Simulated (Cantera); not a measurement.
An adiabatic, constant-volume homogeneous reactor starts with 7.86 % CH4, 1.10 % C2H6, 3.22 % C3H8, 17.8 % O2, 67.1 % N2, 2.83 % H2O, equivalence ratio 2.0, at 1525 K and 1.01 bar.

Detailed kinetics in Cantera: GRI-Mech 3.0 (53 species, 325 reactions). GRI-Mech 3.0 was tuned for natural gas; its chemistry of propane as a main component is partial and can be far from experiment.

Problem. Predict: time of steepest temperature rise; temperature at 0.100 s; equilibrium temperature; x(HO2) at 0.100 s.

Solution. 
```json
{
  "time_of_steepest_temperature_rise": "93.0 µs",
  "temperature at 0.100 s": "2780 K",
  "equilibrium_temperature": "2780 K",
  "x(HO2) at 0.100 s": "1.63e-7 (gas-phase equilibrium 1.63e-7)"
}
```
